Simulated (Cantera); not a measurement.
Mixture: H2 : O2 : N2 = 1 : 0.926 : 3.43 (molar parts), equivalence ratio 0.54, at 1.01 bar, adiabatic and at constant pressure. Ignition delay is the time to a rise of 400 K.

Model: the H2/O2 subset of GRI-Mech 3.0, which has no nitrogen chemistry, integrated in Cantera. Where the delays flatten at high temperature, the 400 K rule measures the pace of heat release, not the induction time.

What does this change do: constant volume in place of constant pressure?


| quantity | before | after |
|---|---|---|
| delay at 1048 K | 0.147 ms | 0.141 ms |
| delay at 1248 K | 40.2 µs | 36.8 µs |
| delay at 1448 K | 24.2 µs | 19.9 µs |
| delay at 1648 K | 22.3 µs | 16.4 µs |
| delay at 1848 K | 25.8 µs | 17.8 µs |
